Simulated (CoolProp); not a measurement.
Computed with CoolProp (reference Helmholtz-energy equation of state, Thol 2015).

**Question.** Give the vapour pressure (MPa), vapour density (kg/m³), enthalpy of vaporisation (kJ/kg) of saturated octamethylcyclotetrasiloxane (D4) at 128.85 °C.

**Answer.** 
```tsv
T (°C)	p (MPa)	vapour density (kg/m³)	enthalpy of vaporisation (kJ/kg)
128.85	0.0257	2.34	148
```
